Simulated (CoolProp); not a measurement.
Saturated liquid density (kg/m³) of R245ca: the reference equation beside estimates from Tc = 174.4 °C, pc = 3.941 MPa, ω = 0.355. Rackett uses Z = 0.29056 − 0.08775 ω.

Model: reference Helmholtz-energy equation of state, Zhou 2016, in CoolProp.

| T (°C) | reference | Rackett | van der Waals | Redlich-Kwong | Soave-Redlich-Kwong | Peng-Robinson |
|---|---|---|---|---|---|---|
| 62.75 | 1287 | 1356 | 772.7 | 1108 | 1179 | 1336 |
| 64.85 | 1281 | 1349 | 769.0 | 1101 | 1172 | 1329 |
| 66.85 | 1275 | 1343 | 765.5 | 1095 | 1166 | 1322 |
| 68.95 | 1269 | 1336 | 761.7 | 1088 | 1159 | 1314 |
| 70.95 | 1263 | 1330 | 758.1 | 1081 | 1153 | 1307 |
| 73.05 | 1257 | 1323 | 754.2 | 1075 | 1146 | 1300 |
| 75.05 | 1251 | 1316 | 750.5 | [?] | [?] | 1292 |
| 77.15 | 1245 | 1309 | 746.6 | 1061 | 1132 | 1284 |
| 79.15 | 1239 | 1302 | 742.8 | 1054 | 1125 | [?] |
| 81.25 | 1232 | 1295 | 738.7 | 1047 | 1118 | 1269 |
| 83.25 | 1226 | 1288 | 734.9 | 1040 | [?] | 1261 |
| 85.35 | 1220 | 1281 | 730.7 | 1032 | 1104 | 1252 |
| 87.35 | 1213 | 1274 | 726.7 | 1025 | 1096 | 1244 |
| 89.35 | 1207 | 1267 | 722.7 | 1018 | [?] | 1236 |
| 91.45 | 1200 | 1259 | 718.4 | 1010 | 1081 | 1227 |

### Question
Fill in the missing entries.

### Answer

- 75.05, Redlich-Kwong: 1068
- 75.05, Soave-Redlich-Kwong: 1139
- 79.15, Peng-Robinson: 1277
- 83.25, Soave-Redlich-Kwong: 1111
- 89.35, Soave-Redlich-Kwong: 1089

Absolute difference from the reference over all 15 rows, mean and median: Rackett 5.2 and 5.1 %, van der Waals 40.0 and 40.0 %, Redlich-Kwong 14.8 and 14.8 %, Soave-Redlich-Kwong 9.1 and 9.1 %, Peng-Robinson 3.1 and 3.1 %.
